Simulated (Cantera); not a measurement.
An isothermal plug-flow reactor at 673 K and 0.260 bar (inlet), inlet velocity 3.2 m/s, active area per volume 120 1/m; feed H2 : O2 : N2 : H2O = 0.0057 : 0.013 : 0.79 : 0.019 (molar parts), equivalence ratio 0.22.

Model: Deutschmann's 1995 Pt surface mechanism with GRI-Mech 3.0 gas chemistry, integrated in Cantera. Catalytic surfaces can have several steady states; this one follows from the mechanism file's or the stated starting coverage. Mass transfer to the wall is taken as infinitely fast.

What does this change do: H2 0.0057 to 0.0019 parts?


```csv
quantity,before,after
x(H2) at z = 0.0033 m,0.00157,0.00114
x(O2) at z = 0.0033 m,0.0131,0.0152
x(H2O) at z = 0.0033 m,0.0284,0.0242
θ(free Pt) at the exit,0.210,0.133
θ(O*) at the exit,0.781,0.861
θ(OH*) at the exit,0.00834,0.00641
```

What does this change do: temperature 673 to 623 K?


```
quantity                 before    after
----------------------  -------  -------
x(H2) at z = 0.0033 m   0.00157  0.00168
x(O2) at z = 0.0033 m    0.0131   0.0131
x(H2O) at z = 0.0033 m   0.0284   0.0282
θ(free Pt) at the exit    0.210    0.214
θ(O*) at the exit         0.781    0.773
θ(OH*) at the exit      0.00834   0.0124
```
